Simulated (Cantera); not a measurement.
# Fe2O3 + CO + H2 (carbothermic reduction)

Input: 1 mol Fe2O3, 6.4 mol CO, 0.2 mol H2, held at 28000 Pa.

Equilibrium computed with Cantera from the NASA thermochemical tables; the gas is ideal and each condensed phase is pure. Candidate condensed phases: C, C6H6, C7H8, C8H18, Fe, Fe(CO)5, FeO, Fe(OH)2, Fe(OH)3, Fe2O3, Fe3O4, H2O; 114 gas species. The tables' stoichiometric FeO is somewhat more stable than real wüstite, so its field is too wide. FeO: taken at fixed stoichiometry. The numbers say what is thermodynamically allowed, not how fast it happens.

From 2250 K to 2525 K the condensed part is FeO(l). The main Fe-bearing gas is Fe throughout. The share of Fe in condensed phases is highest at 2250 K (97.3 %) and lowest at 2525 K (83.2 %).

```json
[
 {"T (K)": "2250", "log p CO": "-0.64", "log p CO2": "-1.40", "log p Fe": "-2.66", "log p H2": "-2.38", "log p H2O": "-2.40", "log p H": "-3.32", "log p FeO": "-4.15", "log p OH": "-4.16", "n FeO(l)": "1.95"},
 {"T (K)": "2275", "log p CO": "-0.64", "log p CO2": "-1.39", "log p Fe": "-2.58", "log p H2": "-2.39", "log p H2O": "-2.40", "log p H": "-3.27", "log p FeO": "-4.03", "log p OH": "-4.08", "n FeO(l)": "1.93"},
 {"T (K)": "2300", "log p CO": "-0.64", "log p CO2": "-1.39", "log p Fe": "-2.50", "log p H2": "-2.40", "log p H2O": "-2.40", "log p H": "-3.21", "log p FeO": "-3.92", "log p OH": "-4.00", "n FeO(l)": "1.92"},
 {"T (K)": "2325", "log p CO": "-0.65", "log p CO2": "-1.38", "log p Fe": "-2.42", "log p H2": "-2.41", "log p H2O": "-2.39", "log p H": "-3.16", "log p FeO": "-3.81", "log p OH": "-3.92", "n FeO(l)": "1.90"},
 {"T (K)": "2350", "log p CO": "-0.65", "log p CO2": "-1.38", "log p Fe": "-2.34", "log p H2": "-2.42", "log p H2O": "-2.39", "log p H": "-3.11", "log p FeO": "-3.70", "log p OH": "-3.85", "n FeO(l)": "1.89"},
 {"T (K)": "2375", "log p CO": "-0.65", "log p CO2": "-1.37", "log p Fe": "-2.27", "log p H2": "-2.43", "log p H2O": "-2.39", "log p H": "-3.07", "log p FeO": "-3.60", "log p OH": "-3.77", "n FeO(l)": "1.87"},
 {"T (K)": "2400", "log p CO": "-0.65", "log p CO2": "-1.36", "log p Fe": "-2.20", "log p H2": "-2.45", "log p H2O": "-2.39", "log p H": "-3.02", "log p FeO": "-3.50", "log p OH": "-3.70", "n FeO(l)": "1.84"},
 {"T (K)": "2425", "log p CO": "-0.66", "log p CO2": "-1.36", "log p Fe": "-2.14", "log p H2": "-2.46", "log p H2O": "-2.38", "log p H": "-2.98", "log p FeO": "-3.40", "log p OH": "-3.62", "n FeO(l)": "1.81"},
 {"T (K)": "2450", "log p CO": "-0.66", "log p CO2": "-1.35", "log p Fe": "-2.08", "log p H2": "-2.48", "log p H2O": "-2.38", "log p H": "-2.94", "log p FeO": "-3.30", "log p OH": "-3.55", "n FeO(l)": "1.78"},
 {"T (K)": "2475", "log p CO": "-0.67", "log p CO2": "-1.34", "log p Fe": "-2.02", "log p H2": "-2.50", "log p H2O": "-2.38", "log p H": "-2.90", "log p FeO": "-3.20", "log p OH": "-3.48", "n FeO(l)": "1.75"},
 {"T (K)": "2500", "log p CO": "-0.67", "log p CO2": "-1.33", "log p Fe": "-1.96", "log p H2": "-2.52", "log p H2O": "-2.38", "log p H": "-2.86", "log p FeO": "-3.11", "log p OH": "-3.41", "n FeO(l)": "1.71"},
 {"T (K)": "2525", "log p CO": "-0.68", "log p CO2": "-1.32", "log p Fe": "-1.90", "log p H2": "-2.54", "log p H2O": "-2.38", "log p H": "-2.82", "log p FeO": "-3.02", "log p OH": "-3.34", "n FeO(l)": "1.66"}
]
```
log p: log10 of the partial pressure in bar; n: condensed amount in mol.
